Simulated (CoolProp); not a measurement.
Vapour-liquid equilibrium of hydrogen sulfide (1) + isobutane (2) at 280.5 K; x and y are mole fractions of (1).

Computed with CoolProp (multi-fluid Helmholtz-energy mixture model, Lemmon 2006 and Bücker 2006; pair parameters Kunz 2012).

```tsv
x	bubble pressure, mixture model (MPa)	bubble pressure, Raoult's law (MPa)	y, mixture model	y, Raoult's law
0.05	0.2862	0.2557	0.311	0.249
0.2	0.5313	0.4164	0.664	0.612
0.35	0.7333	0.5771	0.784	0.772
0.5	?	0.7378	0.844	0.863
0.65	?	0.8984	0.887	0.921
0.8	?	1.059	?	0.962
0.95	1.233	1.220	0.979	0.992
```

**Question.** Some entries are withheld; supply them.

**Answer.** 
- 0.5, bubble pressure, mixture model (MPa): 0.8859
- 0.65, bubble pressure, mixture model (MPa): 1.006
- 0.8, bubble pressure, mixture model (MPa): 1.117
- 0.8, y, mixture model: 0.927

The largest gap from Raoult's law is +27.6 % in bubble pressure, at x = 0.2. No azeotrope shows between x = 0.05 and 0.95.

The pair parameters rest on a limited set of measurements; away from them the model extrapolates.
